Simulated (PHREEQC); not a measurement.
Dissolve 0.19 mol HF, 3.8e-05 mol KF and 1.5e-05 mol H4SiO4 per kg of water at 25 °C. Closed to the air; pH follows from the charge balance.

Equilibrium calculation in PHREEQC: ion-association model, wateq4f.dat.

The pH is 1.98. The ionic strength is 0.0115 mol/kgw. The total alkalinity is -190 meq/kg.

```tsv
species	molality	activity	log γ
HF	0.111	0.111	0.001
H2F2	0.0321	0.0322	0.001
H+	0.0114	0.0104	-0.041
F-	0.00800	0.00715	-0.049
HF2-	0.00341	0.00305	-0.049
K+	3.80e-5	3.40e-5	-0.048
SiF6-2	1.50e-5	9.78e-6	-0.186
```

No solid was allowed to form. Species that the database lacks are ignored. wateq4f.dat counts part of the HF as a dimer, H2F2, which phreeqc.dat doesn't know; its constant is uncertain. SiF6-2 is the database's only silicon fluoride.
